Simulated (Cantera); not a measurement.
Feed: 1 mol CH3OH, 0.47 mol O2, 22 mol H2, equilibrated at 2325 K and 0.800 bar.

Cantera equilibrium calculation (NASA polynomials, part measured and part estimated; ideal gas, pure solids and liquids). Candidate condensed phases: C, C6H6, C7H8, C8H18, H2O; 110 gas species. Kinetics and transport are ignored.

Base state: H2 0.911, CO 0.0395, H2O 0.0370, H 0.0117, CO2 0.000282, OH 7.95e-5 (mole fractions); condensed: gas only.

What changes in the equilibrium state with this change: CH3OH replaced by C6H6?


```csv
species,before,after
H2,0.911,0.947
CO,0.0395,0.0360
H,0.0117,0.0120
H2O,0.0370,1.06e-6
C2H2 (acetylene),<1e-9,0.00463
CO2,0.000282,7.10e-9
CH4,4.10e-9,0.000146
OH,7.95e-5,2.23e-9
CH3,<1e-9,3.46e-5
"C(graphite), mol",0,4.81
```

What changes in the equilibrium state with this change: O2 from 0.47 to 1.8 mol?


```tsv
species	before	after
H2	0.911	0.807
H2O	0.0370	0.142
CO	0.0395	0.0386
CO2	0.000282	0.00119
H	0.0117	0.0111
OH	7.95e-5	0.000323
```

What changes in the equilibrium state with this change: temperature from 2325 K to 1675 K?


| species | before | after |
|---|---|---|
| H2 | 0.911 | 0.923 |
| CO | 0.0395 | 0.0395 |
| H2O | 0.0370 | 0.0371 |
| H | 0.0117 | 0.000125 |
| CO2 | 0.000282 | 0.000479 |
| OH | 7.95e-5 | 2.43e-7 |
